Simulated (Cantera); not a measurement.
A Cantera script and what it prints.

```python
import numpy as np
import cantera as ct

gas_names = """
    CL CL2 H HCL H2 N NH NH2 NH3 N2 N2H2 N2H4 Si SiCL SiCL2 SiCL3 SiCL4 SiH SiHCL3 SiH2 SiH2CL2 SiH3
    SiH3CL SiH4 SiN Si2 Si2N Si3
""".split()
cond_names = """
    NH4CL(a) NH4CL(b) Si(cr) Si(L) Si3N4(a)
""".split()


# ... load() reads the species with a 1 bar reference pressure and builds the phases ...
atoms = {
    'SiCl4': {'Si': 1, 'CL': 4},
    'NH3': {'N': 1, 'H': 3},
    'N2': {'N': 2},
}
top_T = {'Si3N4(a)': 2400}  # K; cautious upper limits of use, not melting points


# ... equilibrate(T, P, feed) seeds the gas with the atoms and calls Mixture.equilibrate('TP', solver="vcs", rtol=1e-11, max_steps=5000) ...
results = []
feed = {'SiCl4': 1, 'NH3': 3.2, 'N2': 84}  # mol
T = 2173  # K
P = 2100  # Pa
mix = equilibrate(T, P, feed)
results.append((T, P, feed, dict(zip(mix.species_names, mix.species_moles))))
x = sorted(zip(gas.X, gas.species_names), reverse=True)
print(f"T = {T:g} K  P = {P:g} Pa  gas = {mix.phase_moles(0):.4g} mol")
print("   x: " + "  ".join(f"{s} {v:.3e}" for v, s in x if v > 1e-06))
print("   condensed (mol): " + ("  ".join(f"{mix.phase(i).name} {mix.phase_moles(i):.4g}"
      for i in range(1, mix.n_phases) if mix.phase_moles(i) > 1e-12) or "none"))
```

Result:

```
T = 2173 K  P = 2100 Pa  gas = 93.14 mol
   x: N2 9.190e-01  H2 3.592e-02  HCL 2.487e-02  SiCL2 7.051e-03  H 6.311e-03  CL 3.189e-03  Si 2.781e-03  SiCL 7.295e-04  SiN 6.883e-05  SiH 3.565e-05  SiCL3 1.763e-05  Si2N 1.605e-05  Si2 8.717e-06  SiH2 1.946e-06
   condensed (mol): none
```

Equilibrium computed with Cantera from the NASA thermochemical tables; the gas is ideal and each condensed phase is pure. The tables' values for SiCl, SiN, SiCl3 are old estimates; treat these amounts as uncertain.
